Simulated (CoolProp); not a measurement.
Properties of ethylene along the isobar 2.89 MPa.

Computed with CoolProp (reference Helmholtz-energy equation of state, Smukala 2000).

| T (K) | phase | cp (kJ/(kg K)) | cv (kJ/(kg K)) | speed of sound (m/s) | isothermal compressibility (1/MPa) | expansivity (1/kK) | fugacity coefficient |
|---|---|---|---|---|---|---|---|
| 210.9 | liquid | 2.562 | 1.318 | 1012 | 0.003742 | 3.346 | 0.2288 |
| 226.5 | liquid | 2.718 | 1.323 | 878.7 | 0.005552 | 4.047 | 0.3653 |
| 242 | liquid | 3.003 | 1.344 | 732.3 | 0.009340 | 5.344 | 0.5362 |
| 257.6 | liquid | 3.744 | 1.395 | 552.8 | 0.02189 | 8.952 | 0.7368 |
| 273.1 | gas | 2.357 | 1.323 | 266.4 | 0.5158 | 9.757 | 0.7899 |
| 288.7 | gas | 2.085 | 1.317 | 284.5 | 0.4572 | 7.211 | 0.8240 |
| 304.2 | gas | 1.977 | 1.338 | 299.0 | 0.4271 | 5.891 | 0.8508 |
| 319.8 | gas | 1.934 | 1.372 | 311.7 | 0.4083 | 5.049 | 0.8727 |
| 335.3 | gas | 1.925 | 1.414 | 322.9 | 0.3956 | 4.463 | 0.8907 |
